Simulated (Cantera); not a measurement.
A closed system holds: 1 mol SiHCl3, 1.9 mol NH3, at 1748 K and 10.0 mbar.

Equilibrium computed with Cantera from the NASA thermochemical tables; the gas is ideal and each condensed phase is pure. Candidate condensed phases: NH4Cl, Si, Si3N4; 28 gas species. The tables' values for SiCl3, SiCl are old estimates; treat these amounts as uncertain. Kinetics and transport are ignored.

Base state: H2 0.492, HCl 0.170, SiCl2 0.169, N2 0.164, SiCl3 0.00262, H 0.00160, Cl 0.000427, SiCl 0.000363 (mole fractions); condensed: gas only.

Question: What changes in the equilibrium state with this change: NH3 from 1.9 to 26 mol?

Answer: 
```csv
species,before,after
H2,0.492,0.710
N2,0.164,0.240
HCl,0.170,0.0401
SiCl2,0.169,0.00756
SiCl4,7.23e-5,1.25e-7
SiCl3,0.00262,2.30e-5
SiHCl3,4.60e-5,4.86e-7
Cl,0.000427,8.40e-5
SiCl,0.000363,8.25e-5
"Si(l), mol",0,0.575
```
The tables' values for SiCl, SiCl3 are old estimates; treat these amounts as uncertain. Gases not in the tables: Si2H6 and higher silanes.

Question: What changes in the equilibrium state with this change: temperature from 1748 K to 1448.15 K?

Answer: 
```tsv
species	before	after
H2	0.492	0.441
HCl	0.170	0.371
N2	0.164	0.107
SiCl2	0.169	0.0595
SiCl3	0.00262	0.0117
Si	0.000126	1.82e-8
SiH	1.18e-5	4.84e-9
SiCl	0.000363	1.17e-6
SiCl4	7.23e-5	0.00846
H	0.00160	6.14e-5
Si3N4(s), mol	0	0.190
```
The tables' values for SiCl3 are old estimates; treat these amounts as uncertain.
